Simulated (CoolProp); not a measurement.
Vapour-liquid equilibrium of R125 (1) + dimethyl ether (2) at 302.3 K; x and y are mole fractions of (1).

Values from CoolProp's multi-fluid Helmholtz-energy mixture model, Lemmon 2005 and Wu 2011; pair parameters Bell 2016.

```
x     bubble pressure, mixture model (MPa)  bubble pressure, Raoult's law (MPa)  y, mixture model  y, Raoult's law
----  ------------------------------------  -----------------------------------  ----------------  ---------------
0.05                                0.6797                               0.7076             0.069            0.108
0.15                                0.7154                               0.7947             0.205            0.290
0.25                            (withheld)                               0.8818             0.339            0.435
0.35                            (withheld)                               0.9688             0.469            0.554
0.45                                0.8814                                1.056             0.590            0.654
0.55                                0.9647                                1.143             0.699            0.739
0.65                            (withheld)                                1.230             0.794            0.811
0.75                                 1.183                                1.317             0.872            0.874
0.85                            (withheld)                                1.404             0.934            0.929
0.95                                 1.460                                1.491        (withheld)            0.978
```

Some entries are withheld; supply them.


- 0.25, bubble pressure, mixture model (MPa): 0.7591
- 0.35, bubble pressure, mixture model (MPa): 0.8136
- 0.65, bubble pressure, mixture model (MPa): 1.065
- 0.85, bubble pressure, mixture model (MPa): 1.315
- 0.95, y, mixture model: 0.981

The largest gap from Raoult's law is -16.5 % in bubble pressure, at x = 0.45. No azeotrope shows between x = 0.05 and 0.95.

Pair parameters are fitted to limited data, so mixtures are less certain than the pure fluids.
